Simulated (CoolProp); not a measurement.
Vapour-liquid equilibrium of R134a (1) + methanol (2) at 0.0108 MPa; x and y are mole fractions of (1).

The numbers come from the multi-fluid Helmholtz-energy mixture model, Tillner-Roth 1994 and de Reuck 1993; pair parameters Bell 2016 in CoolProp.

```
x     bubble temperature, mixture model (°C)  bubble temperature, Raoult's law (°C)  y, mixture model  y, Raoult's law
----  --------------------------------------  -------------------------------------  ----------------  ---------------
0.05                                   -43.0                                  -12.4               [?]            0.844
0.2                                    -57.7                                  -39.3               [?]            0.984
0.35                                     [?]                                  -49.3             0.998            0.995
0.5                                      [?]                                  -55.2             0.998            0.998
0.65                                     [?]                                  -59.3             0.998            0.999
0.8                                      [?]                                  -62.5             0.999            1.000
0.95                                   -65.1                                  -65.0             1.000            1.000
```

Question: What belongs in the gaps?

Answer: 
- 0.05, y, mixture model: 0.986
- 0.2, y, mixture model: 0.997
- 0.35, bubble temperature, mixture model (°C): -59.8
- 0.5, bubble temperature, mixture model (°C): -60.6
- 0.65, bubble temperature, mixture model (°C): -61.7
- 0.8, bubble temperature, mixture model (°C): -63.2

The largest gap from Raoult's law is -30.6 K in bubble temperature, at x = 0.05. No azeotrope shows between x = 0.05 and 0.95.

Pair parameters are fitted to limited data, so mixtures are less certain than the pure fluids. With so large a gap from Raoult's law the liquid may split in two, which this calculation doesn't test in full.
